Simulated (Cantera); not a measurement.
An isothermal, constant-pressure homogeneous reactor starts with CO : O₂ : H₂O : N₂ = 0.0058 : 0.013 : 0.00043 : 1 (molar parts), equivalence ratio 0.22, at 948 K and 255 Torr. Integrator tolerance rtol = 1e-08.

Detailed kinetics in Cantera: GRI-Mech 3.0 (53 species, 325 reactions).

Task: What does this change do: temperature 948 to 1475 K?

Result: 
```
quantity                                              before                                      after
-----------------  -----------------------------------------  -----------------------------------------
x(CO) at 70.0 s       6.91e-6 (gas-phase equilibrium <1e-12)    3.30e-7 (gas-phase equilibrium 3.33e-7)
x(O₂) at 70.0 s      0.00994 (gas-phase equilibrium 0.00994)    0.00993 (gas-phase equilibrium 0.00981)
x(H₂O) at 70.0 s   0.000423 (gas-phase equilibrium 0.000423)  0.000422 (gas-phase equilibrium 0.000422)
x(N₂O) at 70.0 s    3.56e-7 (gas-phase equilibrium 2.37e-10)    1.06e-8 (gas-phase equilibrium 1.06e-8)
x(H₂O₂) at 70.0 s    1.82e-10 (gas-phase equilibrium <1e-12)  4.40e-12 (gas-phase equilibrium 4.37e-12)
x(NO) at 70.0 s      1.18e-8 (gas-phase equilibrium 4.18e-6)   5.19e-6 (gas-phase equilibrium 0.000262)
```
